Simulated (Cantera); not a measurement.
Input: 1 mol BF3, 6.2 mol O2, 150 mol H2, 0.2 mol N2, held at 38.3 Torr.

Cantera equilibrium calculation (NASA polynomials, part measured and part estimated; ideal gas, pure solids and liquids). Candidate condensed phases: B, BN, B2O3, B3O3H3, H2O; 62 gas species. Gases not in the tables: H3BO3. Rates play no part.

x: gas mole fraction; n: condensed amount in mol.

```json
[
 {"T (K)": "1048", "x H2": "0.907", "x H2O": "0.0726", "x H": "3.26e-8", "x HF": "0.0179", "x HBO2": "(withheld)", "x BOF": "8.04e-5", "x N2": "0.00132", "n B2O3(l)": "0.411"},
 {"T (K)": "1198", "x H2": "0.906", "x H2O": "0.0720", "x H": "8.01e-7", "x HF": "0.0182", "x HBO2": "(withheld)", "x BOF": "0.000852", "x N2": "0.00132", "n B2O3(l)": "0.329"},
 {"T (K)": "1348", "x H2": "0.904", "x H2O": "0.0712", "x H": "9.74e-6", "x HF": "0.0168", "x HBO2": "0.00371", "x BOF": "0.00278", "x N2": "0.00131", "n B2O3(l)": "0"},
 {"T (K)": "1498", "x H2": "0.904", "x H2O": "0.0711", "x H": "7.23e-5", "x HF": "0.0170", "x HBO2": "0.00383", "x BOF": "0.00269", "x N2": "0.00131", "n B2O3(l)": "0"},
 {"T (K)": "1648", "x H2": "0.904", "x H2O": "0.0710", "x H": "0.000375", "x HF": "0.0171", "x HBO2": "0.00390", "x BOF": "0.00259", "x N2": "0.00131", "n B2O3(l)": "0"},
 {"T (K)": "1798", "x H2": "0.903", "x H2O": "0.0709", "x H": "0.00148", "x HF": "0.0172", "x HBO2": "0.00392", "x BOF": "0.00248", "x N2": "0.00131", "n B2O3(l)": "0"},
 {"T (K)": "1948", "x H2": "0.899", "x H2O": "0.0708", "x H": "0.00475", "x HF": "0.0173", "x HBO2": "0.00389", "x BOF": "0.00238", "x N2": "0.00131", "n B2O3(l)": "0"},
 {"T (K)": "2098", "x H2": "0.891", "x H2O": "0.0705", "x H": "0.0129", "x HF": "0.0173", "x HBO2": "0.00378", "x BOF": "0.00225", "x N2": "0.00131", "n B2O3(l)": "0"},
 {"T (K)": "2248", "x H2": "0.874", "x H2O": "0.0698", "x H": "0.0304", "x HF": "0.0173", "x HBO2": "0.00356", "x BOF": "0.00208", "x N2": "0.00129", "n B2O3(l)": "0"},
 {"T (K)": "2398", "x H2": "0.842", "x H2O": "0.0682", "x H": "0.0640", "x HF": "0.0172", "x HBO2": "(withheld)", "x BOF": "0.00184", "x N2": "0.00127", "n B2O3(l)": "0"}
]
```

### Question
Fill in the missing entries.

### Answer

- 1048, x HBO2: 8.15e-5
- 1198, x HBO2: 0.000960
- 2398, x HBO2: 0.00318
